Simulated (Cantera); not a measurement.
A perfectly stirred reactor is fed with 0.407 % CH₄, 99.3 % H₂, 0.318 % CO₂, at 9.00 Torr; it is held at 2750 K, and followed from long to short residence time.

Computed with Cantera and GRI-Mech 3.0 (53 species, 325 reactions). Radical loss at walls, strong at low pressure, is not modelled.

Problem. Predict: x(CH₄) at τ = 18.0 s; x(H₂) at τ = 18.0 s; x(CO₂) at τ = 18.0 s; x(CH₄) at τ = 90.0 ms; x(H₂) at τ = 90.0 ms; x(CO₂) at τ = 90.0 ms; x(O₂) at τ = 90.0 ms.

Solution. 
```
Property                 Value
---------------------  -------
x(CH₄) at τ = 18.0 s   6.59e-8
x(H₂) at τ = 18.0 s      0.541
x(CO₂) at τ = 18.0 s   4.67e-9
x(CH₄) at τ = 90.0 ms  3.84e-5
x(H₂) at τ = 90.0 ms     0.866
x(CO₂) at τ = 90.0 ms  4.12e-6
x(O₂) at τ = 90.0 ms   1.16e-9
```
